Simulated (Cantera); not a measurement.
Equilibrium for carbon deposition, reforming and gasification: CO + O2 + N2

Input: 1 mol CO, a varied amount of O2, 9.4 mol N2, held at 3023.15 K and 1 atm.

Equilibrium computed with Cantera from the NASA thermochemical tables; the gas is ideal and each condensed phase is pure. Candidate condensed phases: C; 24 gas species. Kinetics and transport are ignored.

From 0.034 mol O2 to 1.8 mol O2 nothing is condensed. The main C-bearing gas is CO throughout.

```tsv
n(O2) (mol)	log p N2	log p O2	log p CO	log p CO2	log p O	log p NO	log p N	log p NO2
0.034	-0.04	-3.80	-1.03	-2.48	-2.81	-2.84	-4.81	-7.64
0.047	-0.04	-3.53	-1.03	-2.35	-2.68	-2.70	-4.81	-7.37
0.065	-0.04	-3.26	-1.04	-2.23	-2.54	-2.57	-4.81	-7.10
0.091	-0.04	-2.99	-1.05	-2.10	-2.40	-2.43	-4.81	-6.83
0.13	-0.04	-2.70	-1.07	-1.98	-2.26	-2.29	-4.81	-6.55
0.17	-0.05	-2.50	-1.08	-1.89	-2.16	-2.19	-4.81	-6.34
0.24	-0.05	-2.24	-1.10	-1.78	-2.03	-2.06	-4.82	-6.09
0.34	-0.05	-2.00	-1.13	-1.69	-1.91	-1.94	-4.82	-5.85
0.47	-0.06	-1.78	-1.16	-1.61	-1.80	-1.84	-4.82	-5.63
0.65	-0.07	-1.58	-1.20	-1.54	-1.70	-1.74	-4.83	-5.43
0.91	-0.08	-1.38	-1.24	-1.49	-1.60	-1.65	-4.83	-5.24
1.3	-0.10	-1.18	-1.29	-1.44	-1.50	-1.56	-4.84	-5.05
1.8	-0.12	-1.02	-1.35	-1.42	-1.42	-1.49	-4.85	-4.90
```
log p: log10 of the partial pressure in bar; nothing condenses.
